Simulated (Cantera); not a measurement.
An adiabatic, constant-pressure homogeneous reactor starts with CH4 : O2 : N2 = 1 : 6.67 : 25.1 (molar parts), equivalence ratio 0.30, at 1698 K and 0.987 atm.

Model: GRI-Mech 3.0 (53 species, 325 reactions), integrated in Cantera.

Task: Predict: time of steepest temperature rise; temperature at 0.300 s; equilibrium temperature; x(O2) at 0.300 s; x(H2O2) at 0.300 s; x(NO2) at 0.300 s.

Result: 
- time of steepest temperature rise: 0.200 ms
- temperature at 0.300 s: 2280 K
- equilibrium temperature: 2279 K
- x(O2) at 0.300 s: 0.135 (gas-phase equilibrium 0.135)
- x(H2O2) at 0.300 s: 8.99e-8 (gas-phase equilibrium 8.97e-8)
- x(NO2) at 0.300 s: 1.05e-5 (gas-phase equilibrium 1.09e-5)
